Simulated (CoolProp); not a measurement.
R152A along the isotherm 500 K: fugacity coefficient from the reference equation and from simpler models built on Tc = 386.4 K, pc = 4517 kPa, ω = 0.275; each cubic takes its own stable root.

Values from CoolProp's reference Helmholtz-energy equation of state, Outcalt 1996. It is a modified Benedict-Webb-Rubin equation, recast in Helmholtz form.

| p (kPa) | phase | reference |
|---|---|---|
| 35.7 | gas | 0.9989 |
| 63.5 | gas | 0.9980 |
| 113 | gas | 0.9964 |
| 201 | gas | 0.9936 |
| 357 | gas | 0.9887 |
| 635 | gas | 0.9800 |
| 1130 | gas | 0.9647 |
| 2010 | gas | 0.9379 |
| 3570 | gas | 0.8920 |
| 6350 | supercritical | 0.8156 |
| 11300 | supercritical | 0.7003 |

How far does each simpler model (Redlich-Kwong, Peng-Robinson) lie from the reference over these 11 states: mean and median of the absolute difference, and the worst?


- Redlich-Kwong: mean 0.7 %, median 0.2 %, worst -3.3 % at 500 K and 11300 kPa
- Peng-Robinson: mean 0.3 %, median 0.1 %, worst -1.0 % at 500 K and 6350 kPa
